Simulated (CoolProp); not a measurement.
Vapour-liquid equilibrium of CHF3 (R23) (1) + R13 (2) at 563 kPa; x and y are mole fractions of (1).

Model: multi-fluid Helmholtz-energy mixture model, Penoncello 2003 and Platzer 1990; pair parameters Bell 2016, in CoolProp. This equation is an older, rougher fit; its heat capacities, sound speeds and derivatives of the liquid may be far off and weren't checked against measurements.

```json
[
 {"x": "0.05", "bubble temperature (K)": "228.8", "y at the bubble point": "0.115", "dew temperature at overall composition x (K)": "230.2", "liquid density (mol/L)": "13.22"},
 {"x": "0.125", "bubble temperature (K)": "226.2", "y at the bubble point": "0.239", "dew temperature at overall composition x (K)": "228.6", "liquid density (mol/L)": "13.55"},
 {"x": "0.2", "bubble temperature (K)": "224.6", "y at the bubble point": "0.326", "dew temperature at overall composition x (K)": "227.0", "liquid density (mol/L)": "13.88"},
 {"x": "0.275", "bubble temperature (K)": "223.5", "y at the bubble point": "0.391", "dew temperature at overall composition x (K)": "225.5", "liquid density (mol/L)": "14.20"},
 {"x": "0.35", "bubble temperature (K)": "222.8", "y at the bubble point": "0.443", "dew temperature at overall composition x (K)": "224.2", "liquid density (mol/L)": "14.54"},
 {"x": "0.425", "bubble temperature (K)": "222.4", "y at the bubble point": "0.488", "dew temperature at overall composition x (K)": "223.0", "liquid density (mol/L)": "14.90"},
 {"x": "0.5", "bubble temperature (K)": "222.1", "y at the bubble point": "0.529", "dew temperature at overall composition x (K)": "222.3", "liquid density (mol/L)": "15.29"},
 {"x": "0.575", "bubble temperature (K)": "222.1", "y at the bubble point": "0.570", "dew temperature at overall composition x (K)": "222.1", "liquid density (mol/L)": "15.70"},
 {"x": "0.65", "bubble temperature (K)": "222.2", "y at the bubble point": "0.613", "dew temperature at overall composition x (K)": "222.4", "liquid density (mol/L)": "16.14"},
 {"x": "0.725", "bubble temperature (K)": "222.5", "y at the bubble point": "0.662", "dew temperature at overall composition x (K)": "223.1", "liquid density (mol/L)": "16.62"},
 {"x": "0.8", "bubble temperature (K)": "223.1", "y at the bubble point": "0.721", "dew temperature at overall composition x (K)": "224.1", "liquid density (mol/L)": "17.12"},
 {"x": "0.875", "bubble temperature (K)": "224.1", "y at the bubble point": "0.798", "dew temperature at overall composition x (K)": "225.2", "liquid density (mol/L)": "17.64"},
 {"x": "0.95", "bubble temperature (K)": "225.7", "y at the bubble point": "0.904", "dew temperature at overall composition x (K)": "226.4", "liquid density (mol/L)": "18.17"}
]
```

y crosses x between x = 0.5 and 0.575: the model has an azeotrope there.

Pair parameters are fitted to limited data, so mixtures are less certain than the pure fluids.
